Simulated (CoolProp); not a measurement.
Vapour-liquid equilibrium of propane (1) + R134a (2) at 268.3 K; x and y are mole fractions of (1).

Model: multi-fluid Helmholtz-energy mixture model, Lemmon 2009 and Tillner-Roth 1994; pair parameters Bell 2016, in CoolProp.

| x | bubble pressure (kPa) | y at the bubble point | dew pressure at overall composition x (kPa) | liquid density (mol/L) |
|---|---|---|---|---|
| 0.05 | 322.0 | 0.258 | (withheld) | 12.73 |
| 0.2 | 445.1 | 0.504 | 301.1 | 12.42 |
| 0.35 | 487.2 | (withheld) | 361.1 | 12.16 |
| 0.5 | 502.0 | 0.613 | 442.6 | 12.00 |
| 0.65 | 506.6 | 0.649 | 506.6 | 11.93 |
| 0.8 | 497.5 | 0.715 | (withheld) | 11.96 |
| 0.95 | 446.0 | (withheld) | 423.7 | 12.08 |

Question: Some entries are withheld; supply them.

Answer: 
- 0.05, dew pressure at overall composition x (kPa): 256.9
- 0.35, y at the bubble point: 0.576
- 0.8, dew pressure at overall composition x (kPa): 472.8
- 0.95, y at the bubble point: 0.881

y crosses x between x = 0.5 and 0.65: the model has an azeotrope there.

The pair parameters rest on a limited set of measurements; away from them the model extrapolates. With so large a gap from Raoult's law the liquid may split in two, which this calculation doesn't test in full.
